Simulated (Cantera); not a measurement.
A perfectly stirred reactor is fed with CH₄ : N₂ : H₂O = 1 : 160 : 5.4 (molar parts), at 0.000300 bar; it is held at 2023 K, and followed from long to short residence time.

Detailed kinetics in Cantera: GRI-Mech 3.0 (53 species, 325 reactions). Radical loss at walls, strong at low pressure, is not modelled.

### Question
Predict: x(CH₄) at τ = 2.60 s; x(H) at τ = 2.60 s; x(CH₂) at τ = 2.60 s; x(C₂H) at τ = 2.60 s; x(C₂H₆) at τ = 2.60 s; x(CH₄) at τ = 29.0 ms; x(H) at τ = 29.0 ms; x(CH₂) at τ = 29.0 ms.

### Answer
```json
{
 "x(CH₄) at τ = 2.60 s": "0.00202",
 "x(H) at τ = 2.60 s": "9.79e-5",
 "x(CH₂) at τ = 2.60 s": "5.78e-6",
 "x(C₂H) at τ = 2.60 s": "3.72e-7",
 "x(C₂H₆) at τ = 2.60 s": "3.20e-9",
 "x(CH₄) at τ = 29.0 ms": "0.00595",
 "x(H) at τ = 29.0 ms": "6.56e-6",
 "x(CH₂) at τ = 29.0 ms": "8.28e-8"
}
```
